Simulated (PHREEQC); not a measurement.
Solution (30 °C): 88 mmol/kgw MnSO4, 0.18 mmol/kgw ZnCl2, 1.2 mmol/kgw NaF and 1.7 mmol/kgw NaCl. Closed to the air; pH follows from the charge balance.

Computed with PHREEQC (ion-association model, phreeqc.dat).

No solid was allowed to form.

Problem. Order these S species by the share of S that they hold, largest first: MnSO4, NaSO4-, SO4-2.

Solution. SO4-2 (54 %), MnSO4 (46 %), NaSO4- (0.22 %)

The pH is 6.36 and the ionic strength 0.193 mol/kgw.
